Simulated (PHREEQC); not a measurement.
Consider water at 25 °C with 0.071 mol ZnCl2, 0.0022 mol Na2SO4 and 0.31 mol H2SO4 per kg of water. Closed to the air; pH follows from the charge balance.

All values are PHREEQC results (ion-association model, phreeqc.dat), not measurements.

| quantity | before | after |
|---|---|---|
| pH | 0.56 | 0.83 |
| ionic strength (mol/kgw) | 0.559 | 0.291 |
| HSO4- (mol/kgw) | 0.256 | 0.120 |
| SO4-2 (mol/kgw) | 0.0355 | 0.0241 |
| SI of Halite (NaCl) | -5.14 | -5.70 |

Question: What was changed between the two runs?
(A) Na2SO4 from 0.0022 to 0.00022 mol/kgw
(B) temperature from 25 to 70 °C
(C) diluted 2-fold with water
(D) ZnCl2 from 0.071 to 0.355 mol/kgw

Answer: C, diluted 2-fold with water

This is a speciation only: nothing precipitates in the calculation.
